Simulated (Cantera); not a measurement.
A perfectly stirred reactor is fed with CH3OH : O2 : N2 : H2O = 1 : 3 : 11.3 : 3.7 (molar parts), at 3.00 bar; it is adiabatic with a 375 K inlet, and is followed from long to short residence time, starting on the burning branch (τ in s: 0.064, 0.034, 0.018, 0.0099, 0.0053, 0.0029, 0.0015, 0.00082, 0.00044, 0.00024, 0.00013, 6.8e-05).

Detailed kinetics in Cantera: GRI-Mech 3.0 (53 species, 325 reactions). GRI-Mech 3.0 was tuned for natural gas; its chemistry of methanol as a main component is partial and can be far from experiment.

Task: What does this change do: 0.45 parts H2 added?

Result: 
```tsv
quantity	before	after
blow-out, bracketed by the residence times tried	burning at 34.0 ms, out at 18.0 ms	burning at 5.30 ms, out at 2.90 ms
x(CH3OH) at τ = 64.0 ms	0.000126	1.19e-5
x(O2) at τ = 64.0 ms	0.0789	0.0648
x(H2O) at τ = 64.0 ms	0.291	0.311
x(H2O2) at τ = 64.0 ms	2.41e-6	3.20e-7
x(N2O) at τ = 64.0 ms	4.84e-7	5.03e-7
x(CH3OH) at τ = 1.50 ms	0.0526	0.0514
x(O2) at τ = 1.50 ms	0.158	0.154
x(H2O) at τ = 1.50 ms	0.195	0.190
x(H2O2) at τ = 1.50 ms	<1e-12	<1e-12
x(N2O) at τ = 1.50 ms	<1e-12	<1e-12
```

Task: What does this change do: CH3OH 1 to 0.62 parts?

Result: 
```
quantity                                                                      before                                    after
------------------------------------------------  ----------------------------------  ---------------------------------------
blow-out, bracketed by the residence times tried  burning at 34.0 ms, out at 18.0 ms                              not reached
x(CH3OH) at τ = 64.0 ms                                                     0.000126                                   0.0333
x(O2) at τ = 64.0 ms                                                          0.0789                                    0.161
x(H2O) at τ = 64.0 ms                                                          0.291                                    0.199
x(H2O2) at τ = 64.0 ms                                                       2.41e-6                                   <1e-12
x(N2O) at τ = 64.0 ms                                                        4.84e-7                                   <1e-12
x(CH3OH) at τ = 1.50 ms                                                       0.0526                                   0.0333
x(O2) at τ = 1.50 ms                                                           0.158                                    0.161
x(H2O) at τ = 1.50 ms                                                          0.195                                    0.199
x(H2O2) at τ = 1.50 ms                                                        <1e-12                                   <1e-12
x(N2O) at τ = 1.50 ms                                                         <1e-12                                   <1e-12
state                                                                    not reached  not burning at any residence time tried
```
